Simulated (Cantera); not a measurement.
A closed system holds: 1 mol Si2Cl6, 42 mol H2, 0.0052 mol Cl2, at 0.0133 bar.

Method: chemical equilibrium by Gibbs-energy minimisation in Cantera with the NASA 1993 tables (ideal gas, pure condensed phases). Candidate condensed phases: Si; 19 gas species. The feed counts by its element totals alone. The tables' values for SiCl3, SiCl are old estimates; treat these amounts as uncertain. Gases not in the tables: Si2H6 and higher silanes. The numbers say what is thermodynamically allowed, not how fast it happens.

log p: log10 of the partial pressure in bar; n: condensed amount in mol.

```tsv
T (K)	log p H2	log p HCl	log p SiCl2	log p SiCl4	n Si(s)	n Si(l)
925	-1.90	-3.78	-5.51	-3.47	0.541	0
1025	-1.90	-3.42	-4.68	-3.55	0.695	0
1125	-1.91	___	___	___	___	0
1225	-1.92	-3.01	-3.71	-4.22	0.939	0
1325	-1.92	-2.96	-3.56	-4.92	0.928	0
1425	-1.92	-2.96	-3.51	___	0.894	0
1525	-1.92	-2.96	-3.48	-6.35	0.858	0
1625	-1.92	-2.97	-3.46	-6.96	0.824	0
1725	-1.93	-2.96	-3.47	-7.49	0	0.827
```

Task: Fill in the missing entries.

Result: 
- 1425, log p SiCl4: -5.67
- 1125, log p HCl: -3.16
- 1125, log p SiCl2: -4.08
- 1125, log p SiCl4: -3.77
- 1125, n Si(s): 0.862
